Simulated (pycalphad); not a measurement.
# Effect of Si content in Mg-Al-Si

Computed with pycalphad from the COST 507 light-alloy database (1999), at 1 atm. The data set is of 1999 and partly superseded. Amounts are mole fractions of atoms.

```csv
alloy,liquidus (K),first solid,solidus (K),phases at 750 K
Mg-3.26Al-7.8Si (at.%),1114,MG2SI,829,"HCP_A3 0.77, MG2SI 0.23"
Mg-3.26Al-11.69Si (at.%),1182,MG2SI,814,"HCP_A3 0.65, MG2SI 0.35"
Mg-3.26Al-15.59Si (at.%),1235,MG2SI,793,"HCP_A3 0.53, MG2SI 0.47"
Mg-3.26Al-23.39Si (at.%),1306,MG2SI,717,"MG2SI 0.70, HCP_A3 0.26, LIQUID 0.04"
```

Database names, with the compositions (at.%) that they take in these runs: MG2SI: Mg 67 Si 33. HCP_A3 is hcp.
